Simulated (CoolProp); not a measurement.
R245ca at 342.35 K and 0.267 MPa is throttled through a valve to 0.0372 MPa with no heat exchange. Each further row changes one setting.

Computed with CoolProp (reference Helmholtz-energy equation of state, Zhou 2016).

```tsv
case	temperature change (K)	final density (kg/m³)
as stated	-4.3	1.79
outlet pressure 0.0112 MPa	___	___
outlet pressure 0.0484 MPa	___	___
```

Problem. Some entries are withheld; supply them.

Solution. 
- outlet pressure 0.0112 MPa, temperature change (K): -4.7
- outlet pressure 0.0112 MPa, final density (kg/m³): 0.536
- outlet pressure 0.0484 MPa, temperature change (K): -4.1
- outlet pressure 0.0484 MPa, final density (kg/m³): 2.33
